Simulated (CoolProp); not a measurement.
Computed with CoolProp (reference Helmholtz-energy equation of state, Guder 2009).

For sulfur hexafluoride, give the phase and the cp (kJ/(kg K)), expansivity (1/kK) at 228.6 K and 13.4 bar; 228.6 K and 20.1 bar; 228.6 K and 26.8 bar.


- 228.6 K and 13.4 bar: liquid; cp 0.849, expansivity 2.73
- 228.6 K and 20.1 bar: liquid; cp 0.846, expansivity 2.69
- 228.6 K and 26.8 bar: liquid; cp 0.844, expansivity 2.65
